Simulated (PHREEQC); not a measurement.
PHREEQC input (ion-association model, wateq4f.dat):

```
SOLUTION_MASTER_SPECIES
  An  An-  0  An  62.0  # stands for a non-complexing anion
SOLUTION_SPECIES
  An- = An-
    -log_k 0
    -gamma 3.0 0
PHASES
  Fix_H+
    H+ = H+
    -log_k 0
SOLUTION 1
  temp 25
  units mmol/kgw
  pH 7 charge
  Na 1
  An 1
END
SELECTED_OUTPUT 1
  -reset false
  -pH true
  -pe true
  -ionic_strength true
  -water true
  -totals Na
  -molalities Hfo_wOH Hfo_wOH2+ Hfo_wO- Hfo_sOH Hfo_sOH2+ Hfo_sO-
USER_PUNCH 1
  -headings sigma psi
  10 PUNCH EDL("sigma", "Hfo"), EDL("psi", "Hfo")
PRINT
  -reset false
USE solution 1
SURFACE 1
  Hfo_wOH 0.000404494 600 0.18
  Hfo_sOH 1.01124e-05
EQUILIBRIUM_PHASES 1
  Fix_H+ -4 HAn 10
    -force_equality true
  O2(g) -0.68 10
END
# ... the last block is repeated for the other 16 points of pH, with NaOH or the acid as the point needs
```

Selected output (columns that matter, 10 of 17 rows; pH added in front):

```
pH	mu	Na	m_Hfo_wOH	m_Hfo_wOH2+	m_Hfo_wO-	m_Hfo_sOH	m_Hfo_sOH2+	m_Hfo_sO-	sigma	psi
4	0.0011703	0.001	0.00025355	0.00014045	1.0486e-05	6.3389e-06	3.5114e-06	2.6215e-07	0.11902	0.2098
4.75	0.001054	0.001	0.00029211	9.0873e-05	2.1511e-05	7.3028e-06	2.2718e-06	5.3778e-07	0.063521	0.18026
5.5	0.0010209	0.001	0.00030577	6.6527e-05	3.2196e-05	7.6443e-06	1.6632e-06	8.0489e-07	0.031441	0.14507
5.88	0.0010133	0.001	0.0003083	5.9749e-05	3.6444e-05	7.7076e-06	1.4937e-06	9.111e-07	0.021343	0.12557
6.62	0.0010055	0.001	0.00031007	5.2364e-05	4.2061e-05	7.7518e-06	1.3091e-06	1.0515e-06	0.0094358	0.085328
7.38	0.0010019	0.001	0.00031045	4.8882e-05	4.5167e-05	7.7612e-06	1.222e-06	1.1292e-06	0.0034015	0.042169
8.12	0.0010014	0.0010014	0.0003105	4.6973e-05	4.7019e-05	7.7626e-06	1.1743e-06	1.1755e-06	-4.184e-05	-0.00057907
8.5	0.0010042	0.0010052	0.00031049	4.6083e-05	4.7924e-05	7.7622e-06	1.1521e-06	1.1981e-06	-0.0016859	-0.022568
9.25	0.0010219	0.0010254	0.00031031	4.3706e-05	5.0473e-05	7.7579e-06	1.0927e-06	1.2618e-06	-0.0061976	-0.065589
10	0.0011126	0.0011213	0.00030933	3.911e-05	5.6049e-05	7.7334e-06	9.7775e-07	1.4012e-06	-0.015513	-0.10718
```
